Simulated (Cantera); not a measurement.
Cantera run:

```python
import numpy as np
import cantera as ct

gas_names = """
    CL CL2 H HCL H2 Si SiCL SiCL2 SiCL3 SiCL4 SiH SiHCL3 SiH2 SiH2CL2 SiH3 SiH3CL SiH4 Si2 Si3
""".split()
cond_names = """
    Si(cr) Si(L)
""".split()


# ... load() reads the species with a 1 bar reference pressure and builds the phases ...
atoms = {
    'SiHCl3': {'Si': 1, 'H': 1, 'CL': 3},
    'H2': {'H': 2},
}
top_T = {}  # K; cautious upper limits of use, not melting points


# ... equilibrate(T, P, feed) seeds the gas with the atoms and calls Mixture.equilibrate('TP', solver="vcs", rtol=1e-11, max_steps=5000) ...
results = []
feed = {'SiHCl3': 1, 'H2': 1400}  # mol
P = 100000  # Pa
for T in [1573, 1648, 1723, 1798, 1873, 1948, 2023, 2098, 2173, 2248]:
    mix = equilibrate(T, P, feed)
    results.append((T, P, feed, dict(zip(mix.species_names, mix.species_moles))))
    x = sorted(zip(gas.X, gas.species_names), reverse=True)
    print(f"T = {T:g} K  P = {P:g} Pa  gas = {mix.phase_moles(0):.4g} mol")
    print("   x: " + "  ".join(f"{s} {v:.3e}" for v, s in x if v > 0.001))
    print("   condensed (mol): " + ("  ".join(f"{mix.phase(i).name} {mix.phase_moles(i):.4g}"
          for i in range(1, mix.n_phases) if mix.phase_moles(i) > 1e-12) or "none"))
```

Result:

```
T = 1573 K  P = 100000 Pa  gas = 1402 mol
   x: H2 9.978e-01  HCL 2.108e-03
   condensed (mol): Si(cr) 0.97
T = 1648 K  P = 100000 Pa  gas = 1402 mol
   x: H2 9.978e-01  HCL 2.107e-03
   condensed (mol): Si(cr) 0.9617
T = 1723 K  P = 100000 Pa  gas = 1402 mol
   x: H2 9.977e-01  HCL 2.107e-03
   condensed (mol): Si(L) 0.948
T = 1798 K  P = 100000 Pa  gas = 1402 mol
   x: H2 9.975e-01  HCL 2.110e-03
   condensed (mol): Si(L) 0.9266
T = 1873 K  P = 100000 Pa  gas = 1402 mol
   x: H2 9.972e-01  HCL 2.111e-03
   condensed (mol): Si(L) 0.8859
T = 1948 K  P = 100000 Pa  gas = 1403 mol
   x: H2 9.966e-01  HCL 2.112e-03  H 1.128e-03
   condensed (mol): Si(L) 0.8112
T = 2023 K  P = 100000 Pa  gas = 1403 mol
   x: H2 9.958e-01  HCL 2.110e-03  H 1.895e-03
   condensed (mol): Si(L) 0.6763
T = 2098 K  P = 100000 Pa  gas = 1404 mol
   x: H2 9.944e-01  H 3.069e-03  HCL 2.107e-03
   condensed (mol): Si(L) 0.4354
T = 2173 K  P = 100000 Pa  gas = 1406 mol
   x: H2 9.924e-01  H 4.807e-03  HCL 2.100e-03
   condensed (mol): Si(L) 0.009307
T = 2248 K  P = 100000 Pa  gas = 1408 mol
   x: H2 9.899e-01  H 7.309e-03  HCL 2.103e-03
   condensed (mol): none
```

Method: chemical equilibrium by Gibbs-energy minimisation in Cantera with the NASA 1993 tables (ideal gas, pure condensed phases). Gases not in the tables: Si2H6 and higher silanes.
